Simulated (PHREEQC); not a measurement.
Synthetic water in mg/L, 20 °C, pH 4.09, pe 9.9: Na 58; K 72.1; Ca 273; Mg 432; Cl 611; S(6) as SO4 2020; Zn 2.1; Fe(3) 86; Mn(2) 0.82; Si as SiO2 18.

Valence states are taken as typed.

The numbers come from PHREEQC with the ion-association model, phreeqc.dat.

This is a speciation only: nothing precipitates in the calculation.

Question: Predict the ionic strength.

Answer: ionic strength 0.0730 mol/kgw.

Question: In which forms is Ca present?

Answer: Ca+2 72 %, CaSO4 28 % of the Ca.

Examples of supersaturated solids here: Jarosite-K, Fe(OH)3(a). Others may be too. Species that the database lacks are ignored.
